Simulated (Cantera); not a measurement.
Input: 1 mol CO, 0.92 mol H₂O, held at 925 °C and 0.345 Torr.

Method: chemical equilibrium by Gibbs-energy minimisation in Cantera with the NASA 1993 tables (ideal gas, pure condensed phases). Candidate condensed phases: C, C₆H₆, C₇H₈, C₈H₁₈, H₂O; 110 gas species. Kinetics and transport are ignored.

Base state: CO 0.291, H₂O 0.249, CO₂ 0.230, H₂ 0.230 (mole fractions); condensed: gas only.

Problem. What changes in the equilibrium state with this change: H₂O from 0.92 to 0.023 mol?

Solution. 
```json
[
 {"species": "CO", "before": "0.291", "after": "0.956"},
 {"species": "CO₂", "before": "0.230", "after": "0.0218"},
 {"species": "H₂", "before": "0.230", "after": "0.0218"},
 {"species": "H₂O", "before": "0.249", "after": "0.000679"}
]
```
